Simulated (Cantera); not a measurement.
## Fluorocarbon and chlorocarbon gases: CHF₃ + F₂ + H₂

Input: 1 mol CHF₃, 1.2 mol F₂, 10 mol H₂, held at 0.270 bar.

Equilibrium computed with Cantera from the NASA thermochemical tables; the gas is ideal and each condensed phase is pure. Candidate condensed phases: C, C₆H₆, C₇H₈, C₈H₁₈; 110 gas species. Ions and electrons are included (thermal ionisation). The numbers say what is thermodynamically allowed, not how fast it happens.

| T (K) | log p H | log p H₂ | log p HF | log p F | log p C | log p C₂H₂ (acetylene) | log p C₃ | log p C₂H | n C(graphite) |
|---|---|---|---|---|---|---|---|---|---|
| 3000 | -1.28 | -0.96 | -1.00 | -3.54 | -4.30 | -2.16 | -3.51 | -3.25 | 0.0892 |
| 3500 | -0.88 | -1.30 | -1.11 | -2.56 | -2.92 | -2.76 | -2.72 | -2.84 | 0 |
| 4000 | -0.74 | -1.88 | -1.31 | -1.78 | -2.22 | -4.18 | -3.11 | -3.35 | 0 |
| 4500 | -0.70 | -2.48 | -1.76 | -1.40 | -2.03 | -6.13 | -4.49 | -4.52 | 0 |
| 5000 | -0.69 | -2.99 | -2.35 | -1.30 | -2.01 | -8.00 | -6.00 | -5.75 | 0 |
log p: log10 of the partial pressure in bar; n: condensed amount in mol.

At 3000 K the condensed part is C(graphite). From 3500 K to 5000 K nothing is condensed. The main C-bearing gas is C₂H₂ (acetylene) at 3000 K and C at 5000 K.
